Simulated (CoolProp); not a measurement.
Vapour-liquid equilibrium of propylene (1) + propane (2) at -1.85 °C; x and y are mole fractions of (1).

Model: multi-fluid Helmholtz-energy mixture model, Lemmon 2013 and Lemmon 2009; pair parameters Bell 2016, in CoolProp.

```json
[
 {"x": "0.05", "bubble pressure (bar)": "4.558", "y at the bubble point": "0.064", "dew pressure at overall composition x (bar)": "4.541", "liquid density (mol/L)": "12.09"},
 {"x": "0.125", "bubble pressure (bar)": "4.666", "y at the bubble point": "0.154", "dew pressure at overall composition x (bar)": "4.631", "liquid density (mol/L)": "12.15"},
 {"x": "0.2", "bubble pressure (bar)": "4.768", "y at the bubble point": "0.240", "dew pressure at overall composition x (bar)": "___", "liquid density (mol/L)": "12.22"},
 {"x": "0.275", "bubble pressure (bar)": "4.864", "y at the bubble point": "0.321", "dew pressure at overall composition x (bar)": "4.809", "liquid density (mol/L)": "12.28"},
 {"x": "0.35", "bubble pressure (bar)": "4.954", "y at the bubble point": "0.399", "dew pressure at overall composition x (bar)": "4.898", "liquid density (mol/L)": "12.35"},
 {"x": "0.425", "bubble pressure (bar)": "5.039", "y at the bubble point": "0.473", "dew pressure at overall composition x (bar)": "4.984", "liquid density (mol/L)": "12.42"},
 {"x": "0.5", "bubble pressure (bar)": "5.119", "y at the bubble point": "0.546", "dew pressure at overall composition x (bar)": "5.069", "liquid density (mol/L)": "___"},
 {"x": "0.575", "bubble pressure (bar)": "5.194", "y at the bubble point": "___", "dew pressure at overall composition x (bar)": "5.151", "liquid density (mol/L)": "12.57"},
 {"x": "0.65", "bubble pressure (bar)": "5.264", "y at the bubble point": "0.685", "dew pressure at overall composition x (bar)": "5.229", "liquid density (mol/L)": "12.65"},
 {"x": "0.725", "bubble pressure (bar)": "5.328", "y at the bubble point": "0.753", "dew pressure at overall composition x (bar)": "5.302", "liquid density (mol/L)": "12.73"},
 {"x": "0.8", "bubble pressure (bar)": "5.389", "y at the bubble point": "0.820", "dew pressure at overall composition x (bar)": "5.371", "liquid density (mol/L)": "12.81"},
 {"x": "0.875", "bubble pressure (bar)": "5.444", "y at the bubble point": "0.887", "dew pressure at overall composition x (bar)": "5.434", "liquid density (mol/L)": "12.90"},
 {"x": "0.95", "bubble pressure (bar)": "5.494", "y at the bubble point": "0.955", "dew pressure at overall composition x (bar)": "5.491", "liquid density (mol/L)": "12.98"}
]
```

Q: Some entries are withheld; supply them.

A: 
- 0.2, dew pressure at overall composition x (bar): 4.720
- 0.5, liquid density (mol/L): 12.50
- 0.575, y at the bubble point: 0.616

No azeotrope shows between x = 0.05 and 0.95.

The pair parameters rest on a limited set of measurements; away from them the model extrapolates.
